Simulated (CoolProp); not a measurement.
Vapour-liquid equilibrium of toluene (1) + o-xylene (2) at 0.0505 MPa; x and y are mole fractions of (1).

The numbers come from the multi-fluid Helmholtz-energy mixture model, Lemmon 2006 and Zhou 2012; pair parameters Bell 2016 in CoolProp.

**Question.** Give the bubble temperature and the first vapour's composition at x = 0.35, 0.575, 0.65. Is there an azeotrope?

**Answer.** x = 0.35: 378.1 K, y = 0.593; x = 0.575: 370.9 K, y = 0.791; x = 0.65: 368.9 K, y = 0.839. No azeotrope shows between x = 0.05 and 0.95.

The pair parameters rest on a limited set of measurements; away from them the model extrapolates.
